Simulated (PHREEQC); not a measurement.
Dissolve 0.0033 mol LiF per kg of water at 20 °C. Closed to the air; pH follows from the charge balance.

Equilibrium calculation in PHREEQC: ion-association model, wateq4f.dat.

```json
{
  "pH": "7.43",
  "ionic_strength": "0.00330 mol/kgw"
}
```

```csv
species,molality,activity,log γ
F-,0.00330,0.00310,-0.027
Li+,0.00330,0.00311,-0.026
OH-,1.97e-7,1.85e-7,-0.027
HF,1.56e-7,1.56e-7,0.000
H+,3.89e-8,3.67e-8,-0.025
HF2-,1.90e-9,1.78e-9,-0.027
```

Precipitation was switched off in this run.
